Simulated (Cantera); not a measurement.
Feed: 1 mol Si2Cl6, 16 mol NH3, 9.2 mol N2, equilibrated at 1575 K and 370 Pa.

Cantera equilibrium calculation (NASA polynomials, part measured and part estimated; ideal gas, pure solids and liquids). Candidate condensed phases: NH4Cl, Si, Si3N4; 28 gas species. The feed counts by its element totals alone. The tables' values for SiCl3, SiCl are old estimates; treat these amounts as uncertain. Rates play no part.

Base state: H2 0.502, N2 0.378, HCl 0.101, SiCl2 0.0183, H 0.000484, SiCl3 0.000249, Cl 7.72e-5, SiCl 1.42e-5 (mole fractions); condensed: Si3N4(s).

Task: What changes in the equilibrium state with this change: temperature from 1575 K to 1173 K?

Result: 
| species | before | after |
|---|---|---|
| H2 | 0.502 | 0.490 |
| N2 | 0.378 | 0.370 |
| HCl | 0.101 | 0.140 |
| SiCl2 | 0.0183 | 3.86e-5 |
| SiCl4 | 8.87e-6 | 7.96e-5 |
| SiCl | 1.42e-5 | <1e-9 |
| H | 0.000484 | 1.36e-6 |
| Cl | 7.72e-5 | 3.38e-7 |
| SiCl3 | 0.000249 | 1.77e-5 |
| Si3N4(s), mol | 0.398 | 0.665 |
The tables' values for SiCl3 are old estimates; treat these amounts as uncertain.
